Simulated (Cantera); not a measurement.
Charge: 1 mol (CH3)2SiCl2, 0.11 mol HCl, 1.5 mol H2, 0.72 mol C2H2, equilibrated at 12.0 mbar.

Method: chemical equilibrium by Gibbs-energy minimisation in Cantera with the NASA 1993 tables (ideal gas, pure condensed phases). Candidate condensed phases: C, C6H6, C7H8, C8H18, Si, SiC; 109 gas species. The feed counts by its element totals alone. Gases not in the tables: Si2H6 and higher silanes. Kinetics and transport are ignored.

Q: What share of the Si ends up in condensed phases as a function of T (K), at 1275, 1375, 1475, 1575, 1675, 1775, 1875, 1975, 2075, 2175, 2275, 2375, 2475, 2575?

A: 
| T (K) | Si condensed (%) | as |
|---|---|---|
| 1275 | 97.4 | SiC(s) |
| 1375 | 98.0 | SiC(s) |
| 1475 | 97.5 | SiC(s) |
| 1575 | 96.5 | SiC(s) |
| 1675 | 95.2 | SiC(s) |
| 1775 | 93.6 | SiC(s) |
| 1875 | 91.7 | SiC(s) |
| 1975 | 89.5 | SiC(s) |
| 2075 | 87.0 | SiC(s) |
| 2175 | 83.2 | SiC(s) |
| 2275 | 75.2 | SiC(s) |
| 2375 | 53.6 | SiC(s) |
| 2475 | 0.0 | - |
| 2575 | 0.0 | - |
